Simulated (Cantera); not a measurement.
## Premixed flame

A freely propagating, adiabatic, planar premixed flame of H₂ : O₂ : N₂ = 1 : 0.417 : 1.57 (molar parts), equivalence ratio 1.2, unburnt at 700 K and 143 Torr; mixture-averaged transport, grid criteria slope 0.08 and curve 0.16, no radiation.

Computed with Cantera and the H2/O2 subset of GRI-Mech 3.0, which has no nitrogen chemistry. Burning velocities carry a grid error of a few per cent, more on coarse grids.

```tsv
z (mm)	T (K)	u (m/s)	x H₂	x O₂	x H₂O	x O	x H₂O₂	x H
-13.5	700	9.29	0.335	0.140	<1e-8	<1e-8	<1e-8	<1e-8
-8.98	700	9.29	0.335	0.140	<1e-8	<1e-8	<1e-8	<1e-8
-6.74	700	9.29	0.335	0.140	<1e-8	<1e-8	<1e-8	<1e-8
-4.49	700	9.29	0.335	0.140	4.82e-8	<1e-8	<1e-8	3.48e-7
-2.25	705	9.35	0.334	0.139	0.000362	1.13e-5	1.90e-7	0.000433
-1.12	798	10.5	0.313	0.136	0.0101	0.000399	3.54e-7	0.0101
0	1169	15.0	0.163	0.0819	0.118	0.00858	8.92e-7	0.0811
1.12	1437	18.2	0.0704	0.0275	0.216	0.0144	8.75e-7	0.111
2.25	1553	19.5	0.0683	0.0224	0.226	0.0145	6.60e-7	0.101
4.49	1694	21.0	0.0721	0.0197	0.232	0.0136	3.95e-7	0.0863
8.98	1853	22.7	0.0750	0.0168	0.241	0.0119	2.09e-7	0.0700
18.0	2020	24.4	0.0762	0.0136	0.252	0.00953	1.12e-7	0.0541
35.9	2185	26.1	0.0755	0.0103	0.265	0.00695	6.71e-8	0.0397
```
x: mole fraction of selected species; z is measured from the peak of heat release.

```json
{
  "laminar_burning_velocity": "929 cm/s",
  "thermal_thickness": "4.49 mm",
  "peak x(O)": "0.0146",
  "peak x(H₂O₂)": "1.01e-6",
  "peak x(H)": "0.111",
  "grid_points": "135"
}
```
